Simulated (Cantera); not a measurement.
Charge: 1 mol SiH2Cl2, 37 mol N2, at 1252 °C.

These are equilibrium values from Cantera (NASA tables, ideal gas, pure condensed phases), not measurements of a reactor. Candidate condensed phases: NH4Cl, Si, Si3N4; 28 gas species. The tables' values for SiCl3 are old estimates; treat these amounts as uncertain. The numbers say what is thermodynamically allowed, not how fast it happens.

Q: At 0.190 bar, list the 4 most abundant gas species with their mole fractions, and the condensed phases.

A: N2 0.950, HCl 0.0365, H2 0.00779, SiCl2 0.00317. Condensed: Si3N4(s).
